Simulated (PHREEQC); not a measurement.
Make-up at 25 °C and 500 atm: 0.014 mol/kgw Cu(NO3)2, 0.004 mol/kgw HCl and 0.089 mol/kgw NaCl. Closed to the air; pH follows from the charge balance.

Model: ion-association model, phreeqc.dat, run in PHREEQC.

| quantity | before | after |
|---|---|---|
| pH | 2.48 | 2.48 |
| ionic strength (mol/kgw) | 0.133 | 0.0930 |
| SI of Halite (NaCl) | -3.96 | -3.94 |

Task: Which change was made?
A. HCl from 0.004 to 0.006 mol/kgw
B. temperature from 25 to 65 °C
C. Cu(NO3)2 left out

Result: C, Cu(NO3)2 left out

This is a speciation only: nothing precipitates in the calculation. Under pressure, the constants of complexes without a molar volume in the database are unreliable.
